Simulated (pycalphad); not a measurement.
CALPHAD calculation (pycalphad, COST 507 light-alloy database (1999)), 1 atm. No gas phase is included, though pure Si would boil below 3300 K. The database dates from 1999; later assessments differ in places, in temperatures and in the compounds included. Diffusion is slow at the low end, where real alloys seldom reach equilibrium.

Question: How does the equilibrium phase assembly of Si-42.2C (at.%) change on cooling from 3300 K to 500 K?

Answer: 
```csv
T (K),phases above,phases below
3096.5,GRAPHITE + LIQUID,CSI + LIQUID
1687.0,CSI + LIQUID,CSI + DIAMOND_A4
```
Changes were sought between steps of 100 K, so a narrower field can be missed. At the top of the range, 3300 K, the alloy is not yet fully liquid: it holds LIQUID + GRAPHITE.

Database names, with the compositions (at.%) that they take in these runs: CSI: Si 50 C 50. DIAMOND_A4 is diamond (Si).
